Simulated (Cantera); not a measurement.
**Premixed flame**

A freely propagating, adiabatic, planar premixed flame of 47.8 % H₂, 8.84 % O₂, 43.4 % N₂, unburnt at 673 K and 97.5 Torr; mixture-averaged transport, grid criteria slope 0.08 and curve 0.16, no radiation.

Computed with Cantera and the H2/O2 subset of GRI-Mech 3.0, which has no nitrogen chemistry. Burning velocities carry a grid error of a few per cent, more on coarse grids.

| z (mm) | T (K) | u (m/s) | x H₂ | x O₂ | x H₂O | x O | x OH | x H₂O₂ |
|---|---|---|---|---|---|---|---|---|
| -22.4 | 673 | 6.92 | 0.478 | 0.0884 | <1e-8 | <1e-8 | <1e-8 | <1e-8 |
| -15.0 | 673 | 6.92 | 0.478 | 0.0884 | <1e-8 | <1e-8 | <1e-8 | <1e-8 |
| -11.2 | 673 | 6.92 | 0.478 | 0.0884 | <1e-8 | <1e-8 | <1e-8 | <1e-8 |
| -7.48 | 673 | 6.92 | 0.478 | 0.0884 | 4.07e-7 | 2.25e-8 | <1e-8 | <1e-8 |
| -3.74 | 685 | 7.03 | 0.476 | 0.0881 | 0.000908 | 1.36e-5 | 1.59e-5 | 1.51e-7 |
| -1.87 | 782 | 7.95 | 0.454 | 0.0842 | 0.0111 | 0.000245 | 0.000134 | 7.66e-8 |
| 0 | 1072 | 10.7 | 0.337 | 0.0439 | 0.0948 | 0.00245 | 0.00104 | 9.01e-8 |
| 1.87 | 1264 | 12.5 | 0.262 | 0.00334 | 0.175 | 0.000884 | 0.00106 | 3.03e-8 |
| 3.74 | 1336 | 13.2 | 0.262 | 0.000293 | 0.182 | 0.000435 | 0.00111 | 2.51e-8 |
| 7.48 | 1421 | 13.9 | 0.269 | 0.000133 | 0.183 | 0.000410 | 0.00134 | 2.75e-8 |
| 15.0 | 1520 | 14.8 | 0.279 | 0.000113 | 0.185 | 0.000371 | 0.00156 | 2.64e-8 |
| 29.9 | 1624 | 15.7 | 0.289 | 8.62e-5 | 0.186 | 0.000294 | 0.00167 | 2.05e-8 |
| 59.8 | 1724 | 16.5 | 0.299 | 5.66e-5 | 0.188 | 0.000201 | 0.00161 | 1.30e-8 |
x: mole fraction of selected species; z is measured from the peak of heat release.

```
Quantity                    Result
------------------------  --------
laminar burning velocity  692 cm/s
thermal thickness          7.48 mm
peak x(O)                  0.00256
peak x(OH)                 0.00167
peak x(H₂O₂)               1.57e-7
grid points                    153
```
